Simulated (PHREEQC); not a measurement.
Polishing slurry liquid: an equilibrium model

Consider water at 25 °C with 0.0033 mol K2CO3, 0.014 mol KNO3 and 0.00053 mol H3BO3 per kg of water. Closed to the air; pH follows from the charge balance.

All values are PHREEQC results (ion-association model, phreeqc.dat), not measurements.

- pH: 10.55
- ionic strength: 0.0230 mol/kgw
- specific conductance: 2660 µS/cm
- total alkalinity: 6.60 meq/kg

```json
[
 {"species": "K+", "molality": "0.0206", "activity": "0.0177", "log γ": "-0.065"},
 {"species": "NO3-", "molality": "0.0140", "activity": "0.0120", "log γ": "-0.067"},
 {"species": "CO3-2", "molality": "0.00237", "activity": "0.00135", "log γ": "-0.244"},
 {"species": "HCO3-", "molality": "0.000929", "activity": "0.000807", "log γ": "-0.061"},
 {"species": "H2BO3-", "molality": "0.000509", "activity": "0.000439", "log γ": "-0.064"},
 {"species": "OH-", "molality": "0.000420", "activity": "0.000361", "log γ": "-0.066"}
]
```

Precipitation was switched off in this run.
